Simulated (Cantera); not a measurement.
Aluminium nitride and oxide growth: Al(CH3)3 + H2O + N2

A closed system holds: 1 mol Al(CH3)3, 15 mol H2O, 17 mol N2, at 9.00 mbar.

Cantera equilibrium calculation (NASA polynomials, part measured and part estimated; ideal gas, pure solids and liquids). Candidate condensed phases: Al, AlN, Al2O3, C, C6H6, C7H8, C8H18, H2O; 148 gas species. The feed counts by its element totals alone. The numbers say what is thermodynamically allowed, not how fast it happens.

| T (K) | x N2 | x H2 | x H2O | x CO | x CO2 | x H | x OH | x O | n Al2O3(s) |
|---|---|---|---|---|---|---|---|---|---|
| 850 | 0.430 | 0.281 | 0.213 | 0.0229 | 0.0530 | 1.14e-10 | <1e-12 | <1e-12 | 0.500 |
| 950 | 0.430 | 0.273 | 0.221 | 0.0310 | 0.0450 | 3.06e-9 | 3.65e-12 | <1e-12 | 0.500 |
| 1050 | 0.430 | 0.266 | 0.228 | 0.0378 | 0.0381 | 4.41e-8 | 1.21e-10 | <1e-12 | 0.500 |
| 1150 | 0.430 | 0.260 | 0.233 | 0.0433 | 0.0326 | 4.01e-7 | 2.17e-9 | <1e-12 | 0.500 |
| 1250 | 0.430 | 0.256 | 0.238 | 0.0477 | 0.0283 | 2.58e-6 | 2.47e-8 | <1e-12 | 0.500 |
| 1350 | 0.430 | 0.253 | 0.241 | 0.0511 | 0.0248 | 1.26e-5 | 1.96e-7 | 9.13e-12 | 0.500 |
| 1450 | 0.430 | 0.250 | 0.244 | 0.0539 | 0.0221 | 4.98e-5 | 1.17e-6 | 2.06e-10 | 0.500 |
| 1550 | 0.430 | 0.248 | 0.246 | 0.0560 | 0.0199 | 0.000165 | 5.51e-6 | 3.12e-9 | 0.500 |
| 1650 | 0.430 | 0.246 | 0.248 | 0.0578 | 0.0181 | 0.000475 | 2.16e-5 | 3.40e-8 | 0.500 |
| 1750 | 0.430 | 0.244 | 0.249 | 0.0592 | 0.0167 | 0.00121 | 7.24e-5 | 2.83e-7 | 0.500 |
| 1850 | 0.430 | 0.242 | 0.250 | 0.0603 | 0.0155 | 0.00279 | 0.000213 | 1.88e-6 | 0.500 |
| 1950 | 0.429 | 0.239 | 0.250 | 0.0612 | 0.0145 | 0.00591 | 0.000561 | 1.03e-5 | 0.500 |
| 2050 | 0.428 | 0.235 | 0.249 | 0.0617 | 0.0137 | 0.0116 | 0.00134 | 4.77e-5 | 0.500 |
| 2150 | 0.425 | 0.229 | 0.246 | 0.0620 | 0.0130 | 0.0213 | 0.00295 | 0.000193 | 0.500 |
x: gas mole fraction; n: condensed amount in mol.

From 850 K to 2150 K the condensed part is Al2O3(s).
